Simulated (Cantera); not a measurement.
Feed: 1 mol SiC, 0.003 mol H2O, 1.3 mol N2, at 2025 K and 2.40 mbar.

Cantera equilibrium calculation (NASA polynomials, part measured and part estimated; ideal gas, pure solids and liquids). Candidate condensed phases: C, C6H6, C7H8, C8H18, H2O, Si, SiC, SiO2, Si2N2O, Si3N4; 151 gas species. The tables' values for SiN are old estimates; treat these amounts as uncertain. Equilibrium is a limit: real reactors are often held back by kinetics, nucleation or transport.

Base state: N2 0.992, Si 0.00247, CO 0.00223, H 0.00146, H2 0.00137, HCN 0.000354, Si2C 7.51e-5, SiO 6.30e-5 (mole fractions); condensed: SiC(s).

Q: What changes in the equilibrium state with this change: pressure from 2.40 mbar to 4.00 Pa?

A: 
```
species            before     after
----------------  -------  --------
N2                  0.992     0.899
Si                0.00247    0.0874
SiC2              3.99e-5   0.00406
Si2C              7.51e-5   0.00266
Si2               2.76e-6   5.78e-5
CN                9.35e-6  0.000117
SiC(s), mol         0.996     0.860
C(graphite), mol        0     0.121
```
